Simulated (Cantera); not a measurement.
**Diamond growth**

A diamond (100) surface in a fixed gas of H2 with x(CH4) = 0.0029, x(H) = 0.0013, x(CH3) = 8.3e-05, at 1025 K; coverages are run to steady state.

Cantera simulation using the Harris–Goodwin 1993 mechanism for the reconstructed diamond (100) surface; the numbers are that mechanism's predictions, not measurements.

```
P (Pa)  growth (µm/h)  θ c6HH  θ c6H*  θ c6*H  θ c6**  θ c6HM
------  -------------  ------  ------  ------  ------  ------
1200            0.272   0.567  0.0200   0.383  0.0104  0.0141
1800            0.488   0.565  0.0199   0.381  0.0104  0.0171
2700            0.845   0.562  0.0199   0.379  0.0104  0.0198
4200             1.48   0.560  0.0198   0.378  0.0103  0.0224
6400             2.44   0.559  0.0197   0.377  0.0103  0.0243
9900             4.01   0.558  0.0197   0.376  0.0103  0.0259
15000            6.31   0.557  0.0197   0.375  0.0103  0.0269
23000            9.95   0.556  0.0197   0.375  0.0102  0.0277
```
θ: site fractions in the mechanism's names (c6HH fully hydrogenated, c6H* and c6*H radical sites, c6** diradical, c6HM methylated).
